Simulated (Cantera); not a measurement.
A freely propagating, adiabatic, planar premixed flame of 21.7 % H₂, 16.4 % O₂, 61.8 % N₂, unburnt at 523 K and 4350 Torr; mixture-averaged transport, grid criteria slope 0.08 and curve 0.16, no radiation.

Detailed kinetics in Cantera: the H2/O2 subset of GRI-Mech 3.0, which has no nitrogen chemistry. The hydrogen kinetics of GRI-Mech 3.0 are dated; newer H2 mechanisms differ, most at raised pressure. Burning velocities carry a grid error of a few per cent, more on coarse grids. Lean hydrogen flames are cellular in practice and burn faster than this planar one.

x: mole fraction of selected species; z is measured from the peak of heat release.

```csv
z (mm),T (K),u (m/s),x H₂,x O₂,x H,x OH,x H₂O₂,x HO₂
-0.157,523,2.00,0.216,0.165,<1e-8,<1e-8,<1e-8,2.46e-8
-0.105,524,1.99,0.213,0.165,<1e-8,<1e-8,1.04e-7,4.35e-7
-0.0787,526,1.99,0.208,0.166,<1e-8,<1e-8,___,___
-0.0525,541,2.01,0.193,0.169,<1e-8,1.01e-8,6.73e-6,2.85e-5
-0.0262,___,2.50,___,0.170,___,___,___,___
-0.0131,1020,3.55,0.101,0.153,0.000851,0.000634,0.000145,0.000784
0,1391,4.79,0.0566,0.121,0.00385,0.00254,3.03e-5,0.000432
0.0131,1648,5.66,0.0268,0.0920,0.00568,0.00588,5.61e-6,0.000235
0.0262,1796,6.16,0.0136,0.0772,0.00495,0.00833,3.45e-6,0.000140
0.0525,1935,6.62,0.00607,0.0690,0.00249,0.00906,2.07e-6,6.77e-5
0.105,2027,6.91,0.00259,0.0670,0.000701,0.00696,1.18e-6,2.71e-5
0.210,2069,7.04,0.000889,0.0669,0.000139,0.00437,6.51e-7,9.97e-6
0.420,2084,7.08,0.000332,0.0672,3.36e-5,0.00282,4.18e-7,5.03e-6
```

Question: Complete the blanks.

Answer: 
- -0.0787, x H₂O₂: 7.39e-7
- -0.0787, x HO₂: 3.06e-6
- -0.0262, T (K): 703
- -0.0262, x H₂: 0.144
- -0.0262, x H: 2.50e-5
- -0.0262, x OH: 3.90e-5
- -0.0262, x H₂O₂: 0.000106
- -0.0262, x HO₂: 0.000636
